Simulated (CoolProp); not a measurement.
Vapour-liquid equilibrium of dimethyl ether (1) + R227EA (2) at 25.65 °C; x and y are mole fractions of (1).

Computed with CoolProp (multi-fluid Helmholtz-energy mixture model, Wu 2011 and Lemmon 2016; pair parameters Bell 2016).

Question: Give the bubble pressure and the first vapour's composition at x = 0.05, 0.2, 0.8. Is there an azeotrope?

Answer: x = 0.05: 4.467 bar, y = 0.023; x = 0.2: 4.032 bar, y = 0.152; x = 0.8: 5.184 bar, y = 0.896. y crosses x between x = 0.2 and 0.35: the model has an azeotrope there.

Pair parameters are fitted to limited data, so mixtures are less certain than the pure fluids.
